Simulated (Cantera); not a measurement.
A Cantera script and what it prints.

```python
import numpy as np
import cantera as ct

gas_names = """
    B BCL BCL2 BCL3 BN B2 CL CL2 N N2
""".split()
cond_names = """
    B(b) B(L) BN(s)
""".split()


# ... load() reads the species with a 1 bar reference pressure and builds the phases ...
atoms = {
    'BCl3': {'B': 1, 'CL': 3},
    'N2': {'N': 2},
}
top_T = {'BN(s)': 3200}  # K; cautious upper limits of use, not melting points


# ... equilibrate(T, P, feed) seeds the gas with the atoms and calls Mixture.equilibrate('TP', solver="vcs", rtol=1e-11, max_steps=5000) ...
results = []
feed = {'BCl3': 1, 'N2': 1.9}  # mol
T = 1125  # K
for P in [10, 28, 77, 220, 600, 1700, 4600, 13000, 36000, 100000]:
    mix = equilibrate(T, P, feed)
    results.append((T, P, feed, dict(zip(mix.species_names, mix.species_moles))))
    x = sorted(zip(gas.X, gas.species_names), reverse=True)
    print(f"T = {T:g} K  P = {P:g} Pa  gas = {mix.phase_moles(0):.4g} mol")
    print("   x: " + "  ".join(f"{s} {v:.3e}" for v, s in x if v > 0.001))
    print("   condensed (mol): " + ("  ".join(f"{mix.phase(i).name} {mix.phase_moles(i):.4g}"
          for i in range(1, mix.n_phases) if mix.phase_moles(i) > 1e-12) or "none"))
```

Result:

```
T = 1125 K  P = 10 Pa  gas = 2.9 mol
   x: N2 6.551e-01  BCL3 3.448e-01
   condensed (mol): BN(s) 0.0001233
T = 1125 K  P = 28 Pa  gas = 2.9 mol
   x: N2 6.551e-01  BCL3 3.448e-01
   condensed (mol): BN(s) 7.399e-05
T = 1125 K  P = 77 Pa  gas = 2.9 mol
   x: N2 6.551e-01  BCL3 3.448e-01
   condensed (mol): BN(s) 4.493e-05
T = 1125 K  P = 220 Pa  gas = 2.9 mol
   x: N2 6.552e-01  BCL3 3.448e-01
   condensed (mol): BN(s) 2.69e-05
T = 1125 K  P = 600 Pa  gas = 2.9 mol
   x: N2 6.552e-01  BCL3 3.448e-01
   condensed (mol): BN(s) 1.66e-05
T = 1125 K  P = 1700 Pa  gas = 2.9 mol
   x: N2 6.552e-01  BCL3 3.448e-01
   condensed (mol): BN(s) 1.018e-05
T = 1125 K  P = 4600 Pa  gas = 2.9 mol
   x: N2 6.552e-01  BCL3 3.448e-01
   condensed (mol): BN(s) 6.497e-06
T = 1125 K  P = 13000 Pa  gas = 2.9 mol
   x: N2 6.552e-01  BCL3 3.448e-01
   condensed (mol): BN(s) 4.183e-06
T = 1125 K  P = 36000 Pa  gas = 2.9 mol
   x: N2 6.552e-01  BCL3 3.448e-01
   condensed (mol): BN(s) 2.827e-06
T = 1125 K  P = 100000 Pa  gas = 2.9 mol
   x: N2 6.552e-01  BCL3 3.448e-01
   condensed (mol): BN(s) 2.01e-06
```

Method: chemical equilibrium by Gibbs-energy minimisation in Cantera with the NASA 1993 tables (ideal gas, pure condensed phases). N2 is the only nitrogen source here; it is nearly inert below about 1500 K, so the nitride shown seldom forms there in practice.
